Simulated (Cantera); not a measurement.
**Premixed flame**

A freely propagating, adiabatic, planar premixed flame of 62.1 % H2, 7.98 % O2, 29.9 % N2, equivalence ratio 3.9, unburnt at 598 K and 90.0 Torr; mixture-averaged transport, grid criteria slope 0.08 and curve 0.16, no radiation.

Model: the H2/O2 subset of GRI-Mech 3.0, which has no nitrogen chemistry, integrated in Cantera. Burning velocities carry a grid error of a few per cent, more on coarse grids.

```json
[
 {"z (mm)": "-25.3", "T (K)": "598", "u (m/s)": "5.22", "x H2": "0.621", "x O2": "0.0798", "x O": "<1e-8", "x H2O": "<1e-8", "x H2O2": "<1e-8", "x H": "<1e-8"},
 {"z (mm)": "-16.9", "T (K)": "598", "u (m/s)": "5.22", "x H2": "0.621", "x O2": "0.0798", "x O": "<1e-8", "x H2O": "<1e-8", "x H2O2": "<1e-8", "x H": "<1e-8"},
 {"z (mm)": "-12.6", "T (K)": "598", "u (m/s)": "5.22", "x H2": "0.621", "x O2": "0.0798", "x O": "<1e-8", "x H2O": "<1e-8", "x H2O2": "<1e-8", "x H": "<1e-8"},
 {"z (mm)": "-8.43", "T (K)": "598", "u (m/s)": "5.22", "x H2": "0.621", "x O2": "0.0798", "x O": "<1e-8", "x H2O": "4.03e-7", "x H2O2": "<1e-8", "x H": "1.44e-6"},
 {"z (mm)": "-4.22", "T (K)": "617", "u (m/s)": "5.37", "x H2": "0.618", "x O2": "0.0794", "x O": "9.63e-6", "x H2O": "0.00125", "x H2O2": "3.39e-7", "x H": "0.000790"},
 {"z (mm)": "-2.11", "T (K)": "739", "u (m/s)": "6.34", "x H2": "0.596", "x O2": "0.0754", "x O": "0.000135", "x H2O": "0.0128", "x H2O2": "1.04e-7", "x H": "0.0108"},
 {"z (mm)": "0", "T (K)": "1023", "u (m/s)": "8.60", "x H2": "0.501", "x O2": "0.0412", "x O": "0.00118", "x H2O": "0.0854", "x H2O2": "3.24e-8", "x H": "0.0599"},
 {"z (mm)": "2.11", "T (K)": "1199", "u (m/s)": "10.1", "x H2": "0.439", "x O2": "0.00438", "x O": "0.000368", "x H2O": "0.156", "x H2O2": "<1e-8", "x H": "0.0888"},
 {"z (mm)": "4.22", "T (K)": "1267", "u (m/s)": "10.6", "x H2": "0.437", "x O2": "0.000307", "x O": "9.09e-5", "x H2O": "0.165", "x H2O2": "<1e-8", "x H": "0.0854"},
 {"z (mm)": "8.43", "T (K)": "1344", "u (m/s)": "11.2", "x H2": "0.445", "x O2": "1.58e-5", "x O": "7.09e-5", "x H2O": "0.166", "x H2O2": "<1e-8", "x H": "0.0753"},
 {"z (mm)": "16.9", "T (K)": "1432", "u (m/s)": "11.9", "x H2": "0.454", "x O2": "1.12e-5", "x O": "6.45e-5", "x H2O": "0.167", "x H2O2": "<1e-8", "x H": "0.0629"},
 {"z (mm)": "33.7", "T (K)": "1522", "u (m/s)": "12.5", "x H2": "0.464", "x O2": "8.60e-6", "x O": "5.10e-5", "x H2O": "0.169", "x H2O2": "<1e-8", "x H": "0.0497"},
 {"z (mm)": "67.4", "T (K)": "1608", "u (m/s)": "13.2", "x H2": "0.473", "x O2": "5.59e-6", "x O": "3.41e-5", "x H2O": "0.170", "x H2O2": "<1e-8", "x H": "0.0368"}
]
```
x: mole fraction of selected species; z is measured from the peak of heat release.

| Item | Value |
|---|---|
| laminar burning velocity | 522 cm/s |
| thermal thickness | 8.43 mm |
| peak x(O) | 0.00121 |
| peak x(H2O2) | 3.44e-7 |
| peak x(H) | 0.0890 |
| grid points | 152 |
